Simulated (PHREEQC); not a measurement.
0.011 g of hydrous ferric oxide (600 m²/g; 0.2 weak and 0.005 strong sites per Fe, Dzombak-Morel constants, diffuse double layer) in 1 kg of water with 0.05 mol/kgw of an inert sodium salt, at 25 °C; the pH is set by adding NaOH or the inert anion's acid. Oxygen is held at 0.21 atm. CO2 from the air is kept out. No solid was allowed to form.

Base run: PHREEQC, ion-association model, wateq4f.dat. Each further column changes one thing. The table gives surface charge σ (C/m²).

| pH | base | background salt from 0.05 to 0.005 mol/kgw | oxide from 0.011 to 0.055 g/kgw | 1.2e-05 mol/kgw ZnSO4 added |
|---|---|---|---|---|
| 3 | 0.357 | 0.302 | 0.357 | 0.191 |
| 3.38 | 0.342 | 0.257 | 0.342 | 0.186 |
| 3.75 | 0.317 | 0.211 | 0.317 | 0.180 |
| 4.5 | 0.238 | 0.131 | 0.238 | 0.156 |
| 4.88 | 0.194 | 0.099 | 0.194 | 0.138 |
| 5.25 | 0.154 | 0.074 | 0.154 | ? |
| 5.62 | 0.119 | 0.053 | 0.119 | 0.100 |
| 6.38 | 0.064 | 0.026 | 0.064 | 0.063 |
| 6.75 | 0.045 | 0.017 | 0.045 | ? |
| 7.12 | 0.030 | 0.011 | 0.030 | 0.035 |
| 7.5 | 0.017 | 0.006 | 0.017 | ? |
| 8.25 | -0.004 | -0.001 | -0.004 | 0.018 |
| 8.62 | -0.014 | -0.005 | -0.014 | 0.011 |
| 9 | -0.026 | -0.009 | -0.026 | 0.003 |

Task: Complete the blanks.

Result: 
- 5.25, 1.2e-05 mol/kgw ZnSO4 added: 0.120
- 6.75, 1.2e-05 mol/kgw ZnSO4 added: 0.047
- 7.5, 1.2e-05 mol/kgw ZnSO4 added: 0.027

The oxide is taken as insoluble; below pH 4 it would dissolve.
